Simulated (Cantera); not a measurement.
A diamond (100) surface in a fixed gas of H2 with x(CH4) = 0.016, x(H) = 0.00085, at 1223 K, 21.8 Torr; coverages are run to steady state.

Detailed kinetics in Cantera: the Harris–Goodwin 1993 mechanism for the reconstructed diamond (100) surface.

θ: site fractions in the mechanism's names (c6HH fully hydrogenated, c6H* and c6*H radical sites, c6** diradical, c6HM methylated).

```json
[
 {"x(CH3)": "1e-06", "growth (µm/h)": "0.00234", "θ c6HH": "0.458", "θ c6H*": "0.0392", "θ c6*H": "0.480", "θ c6**": "0.0231", "θ c6HM": "5.68e-6"},
 {"x(CH3)": "2.6e-06", "growth (µm/h)": "0.00607", "θ c6HH": "0.458", "θ c6H*": "0.0391", "θ c6*H": "0.479", "θ c6**": "0.0231", "θ c6HM": "1.48e-5"},
 {"x(CH3)": "6.9e-06", "growth (µm/h)": "0.0161", "θ c6HH": "0.458", "θ c6H*": "0.0391", "θ c6*H": "0.479", "θ c6**": "0.0231", "θ c6HM": "3.92e-5"},
 {"x(CH3)": "1.8e-05", "growth (µm/h)": "…", "θ c6HH": "0.458", "θ c6H*": "0.0391", "θ c6*H": "0.479", "θ c6**": "0.0231", "θ c6HM": "…"},
 {"x(CH3)": "4.8e-05", "growth (µm/h)": "0.111", "θ c6HH": "0.458", "θ c6H*": "0.0391", "θ c6*H": "0.479", "θ c6**": "0.0229", "θ c6HM": "0.000272"},
 {"x(CH3)": "0.00012", "growth (µm/h)": "…", "θ c6HH": "0.457", "θ c6H*": "0.0391", "θ c6*H": "0.479", "θ c6**": "0.0226", "θ c6HM": "…"},
 {"x(CH3)": "0.00033", "growth (µm/h)": "0.729", "θ c6HH": "0.456", "θ c6H*": "0.0389", "θ c6*H": "0.477", "θ c6**": "0.0216", "θ c6HM": "0.00183"},
 {"x(CH3)": "0.00086", "growth (µm/h)": "1.75", "θ c6HH": "0.453", "θ c6H*": "0.0386", "θ c6*H": "0.473", "θ c6**": "0.0196", "θ c6HM": "0.00460"},
 {"x(CH3)": "0.0023", "growth (µm/h)": "3.88", "θ c6HH": "0.447", "θ c6H*": "0.0379", "θ c6*H": "0.464", "θ c6**": "0.0155", "θ c6HM": "0.0114"}
]
```

Some entries are withheld; supply them.


- 1.8e-05, growth (µm/h): 0.0419
- 1.8e-05, θ c6HM: 0.000102
- 0.00012, growth (µm/h): 0.275
- 0.00012, θ c6HM: 0.000676
